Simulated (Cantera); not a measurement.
Adiabatic ignition

An adiabatic, constant-volume homogeneous reactor starts with 22.5 % H2, 16.3 % O2, 61.2 % N2, at 1323 K and 26.6 atm.

Model: GRI-Mech 3.0 (53 species, 325 reactions), integrated in Cantera. The hydrogen kinetics of GRI-Mech 3.0 are dated; newer H2 mechanisms differ, most at raised pressure. The pressure lies above the range GRI-Mech 3.0 was tuned for (to about 10 atm). Above 3000 K some thermodynamic fits are extrapolated.

```csv
t (s),T (K),P (bar),x H2,x O2,x H2O2,x HO2,x NO,x H2O
3.00e-6,1323,27.0,0.225,0.163,1.06e-6,1.10e-5,<1e-12,8.13e-6
1.12e-5,1339,27.3,0.223,0.162,0.000249,0.000456,4.70e-11,0.00166
4.20e-5,3018,55.3,0.00689,0.0469,6.65e-6,5.90e-5,0.0124,0.232
0.000157,3004,55.0,0.00688,0.0435,6.27e-6,5.44e-5,0.0201,0.233
0.000587,3004,55.0,0.00688,0.0434,6.27e-6,5.43e-5,0.0202,0.233
0.00219,3004,55.0,0.00688,0.0434,6.27e-6,5.43e-5,0.0202,0.233
0.00820,3004,55.0,0.00688,0.0434,6.27e-6,5.43e-5,0.0202,0.233
0.0307,3004,55.0,0.00688,0.0434,6.27e-6,5.43e-5,0.0202,0.233
0.115,3004,55.0,0.00688,0.0434,6.27e-6,5.43e-5,0.0202,0.233
0.429,3004,55.0,0.00688,0.0434,6.27e-6,5.43e-5,0.0202,0.233
1.60,3004,55.0,0.00688,0.0434,6.27e-6,5.43e-5,0.0202,0.233
6.00,3004,55.0,0.00688,0.0434,6.27e-6,5.43e-5,0.0202,0.233
```
x: mole fraction; the columns are a selection and need not sum to one.

| Quantity | Result |
|---|---|
| time of steepest temperature rise | 13.1 µs |
| temperature at 6.00 s | 3004 K |
| equilibrium temperature | 3004 K |
| x(H2) at 6.00 s | 0.00688 (gas-phase equilibrium 0.00688) |
| x(O2) at 6.00 s | 0.0434 (gas-phase equilibrium 0.0434) |
| x(H2O2) at 6.00 s | 6.27e-6 (gas-phase equilibrium 6.27e-6) |
